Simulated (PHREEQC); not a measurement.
0.19 g of hydrous ferric oxide (600 m²/g; 0.2 weak and 0.005 strong sites per Fe, Dzombak-Morel constants, diffuse double layer) in 1 kg of water with 0.05 mol/kgw of an inert sodium salt and 0.75 mmol/kgw NaH2PO4 and 0.021 mmol/kgw ZnCl2, at 25 °C; the pH is set by adding NaOH or the inert anion's acid. Oxygen alone is held at its pressure in air (log pO2 = -0.68). No CO2 enters from the air. Precipitation was switched off in this run.

Computed with PHREEQC (ion-association model, wateq4f.dat).

```tsv
pH	P sorbed (%)	Zn sorbed (%)	surface charge σ (C/m²)	surface potential ψ (mV)
3	54.9	0.0	0.020	35
4	54.4	0.0	0.014	25
5	51.8	2.4	0.001	2
5.5	49.4	15.3	-0.006	-12
6.5	41.8	59.4	-0.023	-40
7.5	32.0	98.7	-0.035	-57
8.5	19.6	100.0	-0.046	-67
9	12.5	100.0	-0.052	-73
10	2.7	99.9	-0.077	-91
11	0.1	99.7	-0.150	-124
```

Complexes and solids missing from the database can't appear. H3PO4, which wateq4f.dat lacks, is added to it with the constant of phreeqc.dat. The database has no phosphate complexes of Zn. The oxide is taken as insoluble; below pH 4 it would dissolve.
